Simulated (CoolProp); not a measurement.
Vapour-liquid equilibrium of R1234ze(E) (1) + n-pentane (2) at -12.95 °C; x and y are mole fractions of (1).

Values from CoolProp's multi-fluid Helmholtz-energy mixture model, Thol 2016 and Thol 2019; pair parameters Bell 2016.

Q: Give the bubble pressure and the first vapour's composition at x = 0.15, 0.35, 0.45. Is there an azeotrope?

A: x = 0.15: 0.06085 MPa, y = 0.808; x = 0.35: 0.09398 MPa, y = 0.892; x = 0.45: 0.1023 MPa, y = 0.906. No azeotrope shows between x = 0.05 and 0.95.

Pair parameters are fitted to limited data, so mixtures are less certain than the pure fluids. With so large a gap from Raoult's law the liquid may split in two, which this calculation doesn't test in full.
